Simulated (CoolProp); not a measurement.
Vapour-liquid equilibrium of R143a (1) + R1234yf (2) at 0.664 MPa; x and y are mole fractions of (1).

Model: multi-fluid Helmholtz-energy mixture model, Lemmon and Jacobsen 2000 and Lemmon 2022; pair parameters Bell 2016, in CoolProp.

| x | bubble temperature (K) | y at the bubble point | dew temperature at overall composition x (K) | liquid density (mol/L) |
|---|---|---|---|---|
| 0.05 | (withheld) | (withheld) | 296.2 | 9.720 |
| 0.2 | 291.3 | 0.301 | 293.3 | 10.07 |
| 0.35 | 287.5 | 0.478 | (withheld) | 10.42 |
| 0.5 | (withheld) | 0.627 | 287.1 | 10.78 |
| 0.65 | 281.3 | 0.755 | (withheld) | 11.16 |
| 0.8 | (withheld) | 0.868 | 280.2 | (withheld) |
| 0.95 | 276.2 | 0.969 | 276.6 | 11.96 |

Task: Fill in the missing entries.

Result: 
- 0.05, bubble temperature (K): 295.6
- 0.05, y at the bubble point: 0.084
- 0.35, dew temperature at overall composition x (K): 290.3
- 0.5, bubble temperature (K): 284.2
- 0.65, dew temperature at overall composition x (K): 283.7
- 0.8, bubble temperature (K): 278.6
- 0.8, liquid density (mol/L): 11.55

No azeotrope shows between x = 0.05 and 0.95.

Pair parameters are fitted to limited data, so mixtures are less certain than the pure fluids.
